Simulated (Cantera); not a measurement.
Cantera run:

```python
import numpy as np
import cantera as ct

gas_names = [...]  # 95 gases of nasa_gas.yaml made of C, F, H
cond_names = """
    C(gr) C6H6(L) C7H8(L) C8H18(L),n-octa
""".split()


# ... load() reads the species with a 1 bar reference pressure and builds the phases ...
atoms = {
    'CHF3': {'C': 1, 'H': 1, 'F': 3},
    'F2': {'F': 2},
    'CH4': {'C': 1, 'H': 4},
}
top_T = {'C(gr)': 4500}  # K; cautious upper limits of use, not melting points


# ... equilibrate(T, P, feed) seeds the gas with the atoms and calls Mixture.equilibrate('TP', solver="vcs", rtol=1e-11, max_steps=5000) ...
results = []
T = 2425  # K
P = 10000  # Pa
for m in [0.11, 0.15, 0.19, 0.22, 0.26, 0.3, 0.33, 0.37, 0.41, 0.44, 0.48]:
    feed = {'CHF3': 1, 'F2': 0.15, 'CH4': m}  # mol
    mix = equilibrate(T, P, feed)
    results.append((T, P, feed, dict(zip(mix.species_names, mix.species_moles))))

top = {s: max(r[3][s] / sum(r[3][g] for g in gas_names) for r in results) for s in gas_names}
cols = sorted((s for s in top if top[s] > 0.001), key=lambda s: -top[s])[:5]
seen = [c for c in cond_names if any(r[3].get(c, 0) > 1e-12 for r in results)]
print("log10 of partial pressures in bar; condensed amounts in mol")
print(f"{'n(CH4)':>10s}" + "".join(f"{s[:9]:>10s}" for s in cols + seen))
for T, P, feed, n in results:
    ng = sum(n[g] for g in gas_names)
    print(f"{feed['CH4']:10.4g}" + "".join(f"{np.log10(max(n[s] / ng * P / 1e5, 1e-99)):10.3f}" for s in cols)
          + "".join(f"{n.get(c, 0):10.4g}" for c in seen))
```

It prints:

```
log10 of partial pressures in bar; condensed amounts in mol
    n(CH4)        HF       CF2         F       CF4       CF3     C(gr)
      0.11    -1.201    -1.743    -2.017    -2.086    -3.076    0.4842
      0.15    -1.175    -1.787    -2.039    -2.174    -3.142    0.5756
      0.19    -1.152    -1.834    -2.062    -2.268    -3.213    0.6679
      0.22    -1.137    -1.872    -2.081    -2.344    -3.270    0.7377
      0.26    -1.118    -1.927    -2.109    -2.454    -3.352    0.8316
       0.3    -1.101    -1.989    -2.140    -2.577    -3.445    0.9264
      0.33    -1.089    -2.041    -2.166    -2.682    -3.523     0.998
      0.37    -1.074    -2.122    -2.206    -2.843    -3.645     1.094
      0.41    -1.059    -2.221    -2.256    -3.043    -3.794     1.191
      0.44    -1.049    -2.315    -2.303    -3.230    -3.935     1.265
      0.48    -1.035    -2.485    -2.388    -3.571    -4.190     1.362
```

Equilibrium computed with Cantera from the NASA thermochemical tables; the gas is ideal and each condensed phase is pure. Gases not in the tables: C2F6 and larger saturated fluorocarbons.
